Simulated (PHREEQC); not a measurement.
0.029 g of hydrous ferric oxide (600 m²/g; 0.2 weak and 0.005 strong sites per Fe, Dzombak-Morel constants, diffuse double layer) in 1 kg of water with 0.005 mol/kgw of an inert sodium salt and 2.2e-05 mol NaH2PO4, at 25 °C; the pH is set by adding NaOH or the inert anion's acid. O2 is buffered at 0.21 atm. No CO2 enters from the air. Precipitation was switched off in this run.

The numbers come from PHREEQC with the ion-association model, wateq4f.dat.

```tsv
pH	P sorbed (%)	surface charge σ (C/m²)	surface potential ψ (mV)
3	100.0	0.158	182
3.38	100.0	0.130	175
3.75	100.0	0.104	165
4.12	100.0	0.081	152
4.5	99.9	0.060	137
4.88	99.9	0.043	121
5.25	99.8	0.030	103
5.62	99.7	0.021	84
6	99.4	0.013	64
6.38	98.5	0.008	43
6.75	96.6	0.004	24
7.12	91.7	0.001	6
7.5	81.5	-0.002	-10
7.88	65.2	-0.004	-24
8.25	45.9	-0.006	-34
8.62	27.2	-0.008	-45
9	12.2	-0.011	-57
```

Complexes and solids missing from the database can't appear. H3PO4, which wateq4f.dat lacks, is added to it with the constant of phreeqc.dat. The oxide is taken as insoluble; below pH 4 it would dissolve.
